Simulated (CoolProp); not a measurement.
Vapour-liquid equilibrium of R143a (1) + fluoroethane (R161) (2) at -36.05 °C; x and y are mole fractions of (1).

Computed with CoolProp (multi-fluid Helmholtz-energy mixture model, Lemmon and Jacobsen 2000 and Wu 2012; pair parameters Bell 2016).

| x | bubble pressure (MPa) | y at the bubble point | dew pressure at overall composition x (MPa) | liquid density (mol/L) |
|---|---|---|---|---|
| 0.05 | 0.1121 | 0.079 | 0.1107 | 16.77 |
| 0.2 | 0.1220 | 0.282 | 0.1179 | ___ |
| 0.35 | 0.1313 | 0.452 | 0.1256 | 15.63 |
| 0.5 | 0.1400 | 0.599 | 0.1341 | 15.11 |
| 0.65 | 0.1485 | 0.732 | 0.1432 | 14.60 |
| 0.8 | ___ | 0.852 | 0.1530 | 14.12 |
| 0.95 | ___ | 0.964 | 0.1637 | 13.66 |

Question: Fill in the missing entries.

Answer: 
- 0.2, liquid density (mol/L): 16.19
- 0.8, bubble pressure (MPa): 0.1567
- 0.95, bubble pressure (MPa): 0.1647

No azeotrope shows between x = 0.05 and 0.95.

The pair parameters rest on a limited set of measurements; away from them the model extrapolates.
